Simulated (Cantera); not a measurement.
Cantera run:

```python
import numpy as np
import cantera as ct

gas_names = """
    CL CLO CL2 Fe FeCL FeCL2 FeCL3 FeO Fe(OH)2 Fe2CL4 Fe2CL6 H HCL HNO HNO2 HNO3 HOCL HO2 H2 H2O H2O2 N
    NH NH2 NH3 NH2OH NO NO2 NO3 N2 N2H2 N2H4 N2O O OH O2 O3
""".split()
cond_names = """
    Fe(a) Fe(c) Fe(d) Fe(L) FeCL2(s) FeCL2(L) FeCL3(s) FeCL3(L) FeO(s) FeO(L) Fe(OH)2(s) Fe(OH)3(s)
    Fe2O3(s) Fe3O4(s) H2O(s) H2O(L) NH4CL(a) NH4CL(b)
""".split()


# ... load() reads the species with a 1 bar reference pressure and builds the phases ...
atoms = {
    'Fe3O4': {'Fe': 3, 'O': 4},
    'H2O': {'H': 2, 'O': 1},
    'N2': {'N': 2},
    'Cl2': {'CL': 2},
}
top_T = {'Fe2O3(s)': 1830, 'Fe3O4(s)': 1870}  # K; cautious upper limits of use, not melting points


# ... equilibrate(T, P, feed) seeds the gas with the atoms and calls Mixture.equilibrate('TP', solver="vcs", rtol=1e-11, max_steps=5000) ...
results = []
T = 1573.15  # K
P = 360000  # Pa
for m in [0.043, 0.049, 0.056, 0.063, 0.072, 0.082, 0.093, 0.1, 0.12, 0.14, 0.15, 0.17, 0.2]:
    feed = {'Fe3O4': 1, 'H2O': 0.68, 'N2': 0.18, 'Cl2': m}  # mol
    mix = equilibrate(T, P, feed)
    results.append((T, P, feed, dict(zip(mix.species_names, mix.species_moles))))

top = {s: max(r[3][s] / sum(r[3][g] for g in gas_names) for r in results) for s in gas_names}
cols = sorted((s for s in top if top[s] > 1e-06), key=lambda s: -top[s])[:5]
seen = [c for c in cond_names if any(r[3].get(c, 0) > 1e-12 for r in results)]
print("log10 of partial pressures in bar; condensed amounts in mol")
print(f"{'n(Cl2)':>10s}" + "".join(f"{s[:9]:>10s}" for s in cols + seen))
for T, P, feed, n in results:
    ng = sum(n[g] for g in gas_names)
    print(f"{feed['Cl2']:10.4g}" + "".join(f"{np.log10(max(n[s] / ng * P / 1e5, 1e-99)):10.3f}" for s in cols)
          + "".join(f"{n.get(c, 0):10.4g}" for c in seen))
```

It prints:

```
log10 of partial pressures in bar; condensed amounts in mol
    n(Cl2)       H2O       HCL        N2     FeCL2        O2  Fe2O3(s)  Fe3O4(s)
     0.043     0.401    -0.476    -0.148    -2.704    -1.520   0.08243    0.9449
     0.049     0.395    -0.423    -0.151    -2.591    -1.520    0.1001     0.933
     0.056     0.387    -0.370    -0.154    -2.476    -1.520    0.1208    0.9191
     0.063     0.379    -0.323    -0.158    -2.375    -1.520    0.1416    0.9052
     0.072     0.368    -0.271    -0.162    -2.260    -1.520    0.1682    0.8874
     0.082     0.357    -0.220    -0.167    -2.148    -1.520    0.1979    0.8674
     0.093     0.344    -0.173    -0.172    -2.040    -1.520    0.2305    0.8455
       0.1     0.336    -0.146    -0.175    -1.978    -1.520    0.2513    0.8314
      0.12     0.314    -0.079    -0.184    -1.822    -1.520    0.3109    0.7912
      0.14     0.291    -0.025    -0.192    -1.691    -1.520    0.3706    0.7508
      0.15     0.280    -0.001    -0.197    -1.633    -1.520    0.4005    0.7306
      0.17     0.257     0.040    -0.205    -1.527    -1.520    0.4604    0.6898
       0.2     0.223     0.091    -0.218    -1.391    -1.520    0.5506    0.6283
```

Cantera equilibrium calculation (NASA polynomials, part measured and part estimated; ideal gas, pure solids and liquids). Mutual solubility and eutectic melting of coexisting phases are not modelled.
